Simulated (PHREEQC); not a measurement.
Consider water at 25 °C with 0.0084 mol Ca(NO3)2 per kg of water. Closed to the air; pH follows from the charge balance.

Model: ion-association model, phreeqc.dat, run in PHREEQC.

The ionic strength is 0.0252 mol/kgw and the specific conductance is 1890 µS/cm.

| species | molality | activity | log γ |
|---|---|---|---|
| NO3- | 0.0168 | 0.0143 | -0.070 |
| Ca+2 | 0.00840 | 0.00469 | -0.253 |
| H+ | 1.20e-7 | 1.06e-7 | -0.055 |
| OH- | 1.12e-7 | 9.55e-8 | -0.068 |
| CaOH+ | 8.55e-9 | 7.35e-9 | -0.066 |

This is a speciation only: nothing precipitates in the calculation.
